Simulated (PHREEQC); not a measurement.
Solution (25 °C): 0.093 mol/kgw FeCl3, 0.25 mol/kgw MgSO4 and 0.011 mol/kgw Na2SO4. Closed to the air; pH follows from the charge balance.

All values are PHREEQC results (ion-association model, wateq4f.dat), not measurements.

| quantity | before | after |
|---|---|---|
| pH | 2.60 | 2.73 |
| ionic strength (mol/kgw) | 0.670 | 0.708 |
| Cl- (mol/kgw) | 0.269 | 0.184 |
| Mg+2 (mol/kgw) | 0.147 | 0.124 |
| MgSO4 (mol/kgw) | 0.103 | 0.126 |
| SO4-2 (mol/kgw) | 0.0663 | 0.0998 |
| SI of Epsomite (MgSO4:7H2O) | -1.19 | -1.10 |
| SI of Halite (NaCl) | -4.19 | -4.37 |

**Question.** Which change was made?
A. 0.11 mol/kgw CdSO4 added
B. FeCl3 replaced by NaCl at the same molality
C. temperature from 25 to 55 °C
D. Na2SO4 from 0.011 to 0.0011 mol/kgw
E. Na2SO4 from 0.011 to 0.0099 mol/kgw

**Answer.** A, 0.11 mol/kgw CdSO4 added

This is a speciation only: nothing precipitates in the calculation. The ionic strength passes 0.7 mol/kgw, the rough limit of the ion-association models, in after. Some of these states are supersaturated (in Jarosite-Na, Hematite (slow to form), for instance).
